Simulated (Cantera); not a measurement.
A closed system holds: 1 mol SiF₄, 0.23 mol NH₃, 20 mol H₂, at 925 K and 1400 Pa.

Equilibrium computed with Cantera from the NASA thermochemical tables; the gas is ideal and each condensed phase is pure. Candidate condensed phases: Si, Si₃N₄; 37 gas species. Equilibrium is a limit: real reactors are often held back by kinetics, nucleation or transport.

Q: What is the equilibrium state?

A: 
```json
{
 "x(H₂)": "0.948",
 "x(SiF₄)": "0.0464",
 "x(N₂)": "0.00535",
 "x(HF)": "0.000187",
 "x(SiHF₃)": "0.000134",
 "x(SiF₃)": "2.31e-6",
 "n(Si₃N₄(s))": "9.08e-5 mol",
 "gas_amount": "21.46 mol",
 "log10 activity of Si(s) (absent)": "-5.49"
}
```
